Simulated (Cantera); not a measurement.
## Adiabatic ignition

An adiabatic, constant-volume homogeneous reactor starts with 39.7 % H2, 11.0 % O2, 41.3 % N2, 7.94 % H2O, at 1823 K and 0.286 atm.

Computed with Cantera and GRI-Mech 3.0 (53 species, 325 reactions).

```
t (s)     T (K)  P (bar)   x H2     x O2   x H2O      x NO   x H2O2     x OH     x N2O
--------  -----  -------  -----  -------  ------  --------  -------  -------  --------
4.00e-6    1823    0.290  0.397    0.110  0.0794    <1e-12  2.84e-7  2.95e-6  1.72e-11
1.66e-5    1836    0.292  0.370   0.0996  0.0977   1.39e-9  2.20e-7  0.00201  6.97e-10
6.88e-5    2121    0.333  0.159  0.00913   0.248   8.66e-6  1.57e-7   0.0243   6.70e-9
0.000285   2573    0.392  0.176  0.00538   0.266  0.000101  8.95e-8   0.0283   2.26e-8
0.00118    2829    0.423  0.184  0.00331   0.280   0.00133  1.38e-7   0.0265   7.63e-8
0.00490    2825    0.422  0.186  0.00313   0.279   0.00335  1.33e-7   0.0258   9.30e-8
0.0203     2825    0.422  0.186  0.00312   0.279   0.00347  1.33e-7   0.0257   9.44e-8
0.0842     2825    0.422  0.186  0.00312   0.279   0.00347  1.33e-7   0.0257   9.44e-8
0.349      2825    0.422  0.186  0.00312   0.279   0.00347  1.33e-7   0.0257   9.44e-8
1.45       2825    0.422  0.186  0.00312   0.279   0.00347  1.33e-7   0.0257   9.44e-8
6.00       2825    0.422  0.186  0.00312   0.279   0.00347  1.33e-7   0.0257   9.44e-8
```
x: mole fraction; the columns are a selection and need not sum to one.

```yaml
time_of_steepest_temperature_rise: 20.7 µs
temperature at 6.00 s: 2825 K
equilibrium_temperature: 2825 K
x(H2) at 6.00 s: 0.186 (gas-phase equilibrium 0.186)
x(O2) at 6.00 s: 0.00312 (gas-phase equilibrium 0.00312)
x(H2O) at 6.00 s: 0.279 (gas-phase equilibrium 0.279)
```
